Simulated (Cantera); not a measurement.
Cantera run, input and output.

```python
import numpy as np
import cantera as ct

gas = ct.Solution("gri30.yaml")


def delay(T, t_max=10):
    gas.TPX = T, 1600000, {'CH4': 1, 'C2H6': 0.057, 'O2': 4.58, 'N2': 17.2}
    reactor = ct.IdealGasReactor(gas, clone=False)
    net = ct.ReactorNet([reactor])
    net.rtol, net.atol = 1e-8, 1e-16
    while net.time < t_max:
        t_old, T_old = net.time, reactor.T
        net.step()
        if reactor.T > T + 400:  # ignition: a rise of 400 K
            return t_old + (T + 400 - T_old) / (reactor.T - T_old) * (net.time - t_old)
    return np.nan


taus = []
for T in [1225, 1300, 1375, 1450, 1525, 1600, 1675, 1750, 1825]:
    taus.append(delay(T))
    print(f"T0 = {T:6g} K   tau = {taus[-1]:.4e} s")
```

It prints:

```
T0 =   1225 K   tau = 7.2381e-04 s
T0 =   1300 K   tau = 3.1000e-04 s
T0 =   1375 K   tau = 1.4425e-04 s
T0 =   1450 K   tau = 7.1439e-05 s
T0 =   1525 K   tau = 3.7265e-05 s
T0 =   1600 K   tau = 2.0407e-05 s
T0 =   1675 K   tau = 1.1739e-05 s
T0 =   1750 K   tau = 7.1030e-06 s
T0 =   1825 K   tau = 4.5196e-06 s
```

Detailed kinetics in Cantera: GRI-Mech 3.0 (53 species, 325 reactions). The pressure lies above the range GRI-Mech 3.0 was tuned for (to about 10 atm).
